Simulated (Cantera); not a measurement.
Catalytic combustion on Pt

An isothermal plug-flow reactor at 650 K and 1.00 bar (inlet), inlet velocity 0.33 m/s, active area per volume 1700 1/m; feed H2 : O2 : N2 : H2O = 0.0034 : 0.046 : 0.79 : 0.015 (molar parts), equivalence ratio 0.037.

Detailed kinetics in Cantera: Deutschmann's 1995 Pt surface mechanism with GRI-Mech 3.0 gas chemistry. Catalytic surfaces can have several steady states; this one follows from the mechanism file's or the stated starting coverage. Mass transfer to the wall is taken as infinitely fast.

```csv
z (m),x H2,x O2,x H2O,θ free Pt,θ O*,θ OH*
0.00016,0.000925,0.0524,0.0206,0.0307,0.962,0.00702
0.00028,0.000582,0.0522,0.0210,0.0197,0.975,0.00569
0.0005,0.000341,0.0521,0.0212,0.0123,0.983,0.00452
0.00089,0.000188,0.0520,0.0214,0.00788,0.988,0.00364
0.0016,9.07e-5,0.0520,0.0215,0.00550,0.991,0.00305
0.0028,3.62e-5,0.0520,0.0215,0.00439,0.993,0.00273
0.005,8.69e-6,0.0520,0.0216,0.00391,0.994,0.00258
0.0089,8.16e-7,0.0520,0.0216,0.00378,0.994,0.00254
0.016,1.17e-8,0.0520,0.0216,0.00377,0.994,0.00253
```
x: gas mole fraction; θ: surface coverage.
